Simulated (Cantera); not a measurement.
A closed system holds: 1 mol CCl₄, 0.29 mol H₂, held at 1000 Pa.

These are equilibrium values from Cantera (NASA tables, ideal gas, pure condensed phases), not measurements of a reactor. Candidate condensed phases: C, C₆H₆, C₇H₈, C₈H₁₈; 91 gas species. Kinetics and transport are ignored. All values below are at 1875 K.

Base state: Cl 0.816, HCl 0.150, Cl₂ 0.0339 (mole fractions); condensed: C(graphite).

Problem. What changes in the equilibrium state with this change: CCl₄ replaced by CH₂F₂?

Solution. 
| species | before | after |
|---|---|---|
| HF | 0 | 0.872 |
| H₂ | 8.31e-7 | 0.125 |
| H | 5.98e-6 | 0.00232 |
| Cl | 0.816 | 0 |
| HCl | 0.150 | 0 |
| Cl₂ | 0.0339 | 0 |
| C₂H₂ (acetylene) | <1e-9 | 3.97e-5 |
| C(graphite), mol | 1.000 | 1.000 |
